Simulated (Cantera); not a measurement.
A closed system holds: 1 mol C2F6, 0.8 mol HCl, equilibrated at 2198.15 K and 2200 Pa.

Cantera equilibrium calculation (NASA polynomials, part measured and part estimated; ideal gas, pure solids and liquids). Candidate condensed phases: C, C6H6, C7H8, C8H18; 118 gas species. The feed counts by its element totals alone. Gases not in the tables: C2F6 and larger saturated fluorocarbons. Rates play no part.

Base state: CF4 0.269, HF 0.234, Cl 0.233, CF2 0.173, F 0.0794, CF3 0.00949, CF 0.000894, HCl 0.000807 (mole fractions); condensed: C(graphite).

Q: What changes in the equilibrium state with this change: pressure from 2200 Pa to 8.00 Pa?

A: 
| species | before | after |
|---|---|---|
| F | 0.0794 | 0.697 |
| Cl | 0.233 | 0.123 |
| HF | 0.234 | 0.123 |
| CF4 | 0.269 | 7.66e-5 |
| CF2 | 0.173 | 0.0483 |
| CClF3 | 0.000422 | 7.27e-9 |
| Cl2 | 0.000549 | 5.62e-7 |
| C3 | 1.06e-7 | 2.91e-5 |
| C(graphite), mol | 0.463 | 1.63 |

Q: What changes in the equilibrium state with this change: temperature from 2198.15 K to 898.15 K?

A: 
```tsv
species	before	after
CF4	0.269	0.595
HCl	0.000807	0.216
HF	0.234	0.122
Cl	0.233	0.000113
CF2	0.173	<1e-9
F	0.0794	<1e-9
Cl2	0.000549	0.0546
CClF3	0.000422	0.0119
CF3	0.00949	<1e-9
CF	0.000894	<1e-9
ClF	0.000329	2.09e-9
C(graphite), mol	0.463	0.565
```
Condensed phases not in the tables: fluorocarbon polymer.

Q: What changes in the equilibrium state with this change: C2F6 replaced by c-C4F8?

A: 
```json
[
 {"species": "CF4", "before": "0.269", "after": "0.321"},
 {"species": "HF", "before": "0.234", "after": "0.197"},
 {"species": "Cl", "before": "0.233", "after": "0.196"},
 {"species": "CF3", "before": "0.00949", "after": "0.0109"},
 {"species": "CF2", "before": "0.173", "after": "0.189"},
 {"species": "F", "before": "0.0794", "after": "0.0831"},
 {"species": "HCl", "before": "0.000807", "after": "0.000547"},
 {"species": "Cl2", "before": "0.000549", "after": "0.000390"},
 {"species": "ClF", "before": "0.000329", "after": "0.000289"},
 {"species": "CF", "before": "0.000894", "after": "0.000935"},
 {"species": "C(graphite), mol", "before": "0.463", "after": "1.89"}
]
```
